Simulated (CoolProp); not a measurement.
Ethylene along the isobar 143 bar: Z from the reference equation and from simpler models built on Tc = 9.2 °C, pc = 50.42 bar, ω = 0.087; each cubic takes its own stable root.

Computed with CoolProp (reference Helmholtz-energy equation of state, Smukala 2000).

```
T (°C)          phase  reference
------  -------------  ---------
0.65           liquid     0.4158
17.25   supercritical     0.4265
33.75   supercritical     0.4485
50.35   supercritical     0.4868
66.95   supercritical     0.5429
83.45   supercritical     0.6078
100.05  supercritical     0.6700
116.65  supercritical     0.7239
133.25  supercritical     0.7689
149.75  supercritical     0.8061
166.35  supercritical     0.8374
```

How far does each simpler model (van der Waals, Redlich-Kwong, Soave-Redlich-Kwong, Peng-Robinson) lie from the reference over these 11 states: mean and median of the absolute difference, and the worst?


- van der Waals: mean 14.0 %, median 7.0 %, worst +36.5 % at 0.65 °C and 143 bar
- Redlich-Kwong: mean 4.0 %, median 3.1 %, worst +8.5 % at 33.75 °C and 143 bar
- Soave-Redlich-Kwong: mean 7.4 %, median 6.9 %, worst +10.7 % at 50.35 °C and 143 bar
- Peng-Robinson: mean 1.3 %, median 0.9 %, worst -4.3 % at 0.65 °C and 143 bar
